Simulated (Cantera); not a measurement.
## Equilibrium for silicon oxide and oxynitride deposition: SiH2Cl2 + O3

Input: 1 mol SiH2Cl2, 1.2 mol O3, at 0.170 bar.

Method: chemical equilibrium by Gibbs-energy minimisation in Cantera with the NASA 1993 tables (ideal gas, pure condensed phases). Candidate condensed phases: H2O, Si, SiO2; 30 gas species. The tables hold silica as quartz up to 1696 K and as liquid above; real silica turns to tridymite and cristobalite and melts near 1996 K. Gases not in the tables: Si(OH)4. Rates play no part.

```json
[
 {"T (°C)": "327", "x HCl": "0.141", "x Cl2": "0.349", "x H2O": "0.349", "x O2": "0.161", "x Cl": "2.80e-8", "x OH": "<1e-12", "n SiO2(α-quartz)": "1.00", "n SiO2(β-quartz)": "0", "n SiO2(condensed)": "0", "n SiO2(l)": "0"},
 {"T (°C)": "477", "x HCl": "0.307", "x Cl2": "0.248", "x H2O": "0.248", "x O2": "0.197", "x Cl": "3.28e-6", "x OH": "4.15e-10", "n SiO2(α-quartz)": "1.00", "n SiO2(β-quartz)": "0", "n SiO2(condensed)": "0", "n SiO2(l)": "0"},
 {"T (°C)": "627", "x HCl": "0.439", "x Cl2": "0.168", "x H2O": "0.168", "x O2": "0.226", "x Cl": "7.34e-5", "x OH": "2.69e-8", "n SiO2(α-quartz)": "0", "n SiO2(β-quartz)": "1.00", "n SiO2(condensed)": "0", "n SiO2(l)": "0"},
 {"T (°C)": "777", "x HCl": "0.523", "x Cl2": "0.116", "x H2O": "0.116", "x O2": "0.244", "x Cl": "0.000654", "x OH": "5.08e-7", "n SiO2(α-quartz)": "0", "n SiO2(β-quartz)": "1.00", "n SiO2(condensed)": "0", "n SiO2(l)": "0"},
 {"T (°C)": "927", "x HCl": "0.574", "x Cl2": "0.0832", "x H2O": "0.0849", "x O2": "0.255", "x Cl": "0.00331", "x OH": "4.51e-6", "n SiO2(α-quartz)": "0", "n SiO2(β-quartz)": "1.00", "n SiO2(condensed)": "0", "n SiO2(l)": "0"},
 {"T (°C)": "1077", "x HCl": "0.601", "x Cl2": "0.0607", "x H2O": "0.0665", "x O2": "0.260", "x Cl": "0.0114", "x OH": "2.46e-5", "n SiO2(α-quartz)": "0", "n SiO2(β-quartz)": "1.00", "n SiO2(condensed)": "0", "n SiO2(l)": "0"},
 {"T (°C)": "1227", "x HCl": "0.610", "x Cl2": "0.0426", "x H2O": "0.0573", "x O2": "0.261", "x Cl": "0.0293", "x OH": "9.73e-5", "n SiO2(α-quartz)": "0", "n SiO2(β-quartz)": "1.00", "n SiO2(condensed)": "0", "n SiO2(l)": "0"},
 {"T (°C)": "1377", "x HCl": "0.601", "x Cl2": "0.0270", "x H2O": "0.0562", "x O2": "0.257", "x Cl": "0.0584", "x OH": "0.000315", "n SiO2(α-quartz)": "0", "n SiO2(β-quartz)": "1.00", "n SiO2(condensed)": "0", "n SiO2(l)": "0"},
 {"T (°C)": "1527", "x HCl": "0.577", "x Cl2": "0.0153", "x H2O": "0.0624", "x O2": "0.249", "x Cl": "0.0948", "x OH": "0.000886", "n SiO2(α-quartz)": "0", "n SiO2(β-quartz)": "0", "n SiO2(condensed)": "1.00", "n SiO2(l)": "0"},
 {"T (°C)": "1677", "x HCl": "0.543", "x Cl2": "0.00822", "x H2O": "0.0739", "x O2": "0.239", "x Cl": "0.133", "x OH": "0.00220", "n SiO2(α-quartz)": "0", "n SiO2(β-quartz)": "0", "n SiO2(condensed)": "1.000", "n SiO2(l)": "0"},
 {"T (°C)": "1827", "x HCl": "0.503", "x Cl2": "0.00444", "x H2O": "0.0877", "x O2": "0.226", "x Cl": "0.172", "x OH": "0.00485", "n SiO2(α-quartz)": "0", "n SiO2(β-quartz)": "0", "n SiO2(condensed)": "0", "n SiO2(l)": "1.000"}
]
```
x: gas mole fraction; n: condensed amount in mol.

From 327 °C to 477 °C the condensed part is SiO2(α-quartz). From 627 °C to 1377 °C the condensed part is SiO2(β-quartz). From 1527 °C to 1677 °C the condensed part is SiO2(condensed). At 1827 °C the condensed part is SiO2(l).
